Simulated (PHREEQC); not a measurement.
A solution holds 0.0062 mol/kgw HF and 0.003 mol/kgw NH4F, at 25 °C. Closed to the air; pH follows from the charge balance.

Model: ion-association model, phreeqc.dat, run in PHREEQC.

This is a speciation only: nothing precipitates in the calculation.

**Question.** Estimate the pH.

**Answer.** pH 3.03.

**Question.** In which forms is F present?

**Answer.** HF 56 %, F- 43 %, HF2- 1.7 % of the F.

Complexes and solids missing from the database can't appear.
